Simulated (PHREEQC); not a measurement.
Make-up at 25 °C: 0.068 mol FeSO4 and 9.9e-05 mol NaH2PO4 per kg of water. Closed to the air; pH follows from the charge balance.

Computed with PHREEQC (ion-association model, wateq4f.dat).

Precipitation was switched off in this run.

**Question.** What pH, ionic strength does the model give?

**Answer.** pH 5.47; ionic strength 0.155 mol/kgw.

**Question.** In which forms is Na present?

**Answer.** Na+ 94 %, NaSO4- 5.8 % of the Na.

Examples of supersaturated solids here: Vivianite. Others may be too. Complexes and solids missing from the database can't appear. H3PO4, which wateq4f.dat lacks, is added to it with the constant of phreeqc.dat.
